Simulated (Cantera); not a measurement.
Feed: 1 mol AlN, 0.65 mol Cl2, 4.5 mol H2, 0.77 mol O2, at 1352 °C.

Equilibrium computed with Cantera from the NASA thermochemical tables; the gas is ideal and each condensed phase is pure. Candidate condensed phases: Al, AlCl3, AlN, Al2O3, H2O, NH4Cl; 45 gas species. The numbers say what is thermodynamically allowed, not how fast it happens.

log p: log10 of the partial pressure in bar; n: condensed amount in mol.

```tsv
P (Pa)	log p H2	log p HCl	log p N2	log p H	log p H2O	log p Cl	log p AlCl	n Al2O3(s)
1	-5.18	-5.65	-6.06	-6.74	-7.14	-7.32	___	0.500
10	-4.17	-4.64	-5.05	-6.24	-6.15	-6.81	___	0.500
100	-3.17	-3.64	-4.05	-5.74	-5.15	-6.31	___	0.500
1000	-2.17	-2.64	-3.05	-5.24	-4.15	-5.81	___	0.500
10000	-1.17	-1.64	-2.05	-4.74	-3.15	-5.31	___	0.500
100000	-0.17	-0.64	-1.05	-4.24	-2.14	-4.81	___	0.500
```

Task: Complete the blanks.

Result: 
- 1, log p AlCl: -8.90
- 10, log p AlCl: -8.38
- 100, log p AlCl: -7.87
- 1000, log p AlCl: -7.37
- 10000, log p AlCl: -6.88
- 100000, log p AlCl: -6.39
